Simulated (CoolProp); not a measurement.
R507A along the isotherm 500 K: density (kg/m³) from the reference equation and from simpler models built on Tc = 343.8 K, pc = 3.705 MPa, ω = 0.286; each cubic takes its own stable root.

The numbers come from the reference Helmholtz-energy equation of state, Lemmon 2003 in CoolProp. It is a pseudo-pure fit of the blend.

```
p (MPa)          phase  reference
-------  -------------  ---------
0.842              gas      20.43
1.68               gas      41.61
2.53               gas      63.95
3.37               gas      86.89
4.21     supercritical      110.7
5.05     supercritical      135.3
5.89     supercritical      160.6
6.74     supercritical      186.9
7.58     supercritical      213.5
8.42     supercritical      240.4
9.26     supercritical      267.5
```

How far does each simpler model (ideal gas, van der Waals, Redlich-Kwong, Soave-Redlich-Kwong, Peng-Robinson) lie from the reference over these 11 states: mean and median of the absolute difference, and the worst?


- ideal gas: mean 10.7 %, median 11.2 %, worst -17.7 % at 500 K and 9.26 MPa
- van der Waals: mean 6.2 %, median 5.9 %, worst +12.0 % at 500 K and 9.26 MPa
- Redlich-Kwong: mean 2.9 %, median 3.0 %, worst +4.8 % at 500 K and 9.26 MPa
- Soave-Redlich-Kwong: mean 3.2 %, median 3.0 %, worst -6.5 % at 500 K and 9.26 MPa
- Peng-Robinson: mean 0.7 %, median 0.3 %, worst -2.2 % at 500 K and 9.26 MPa
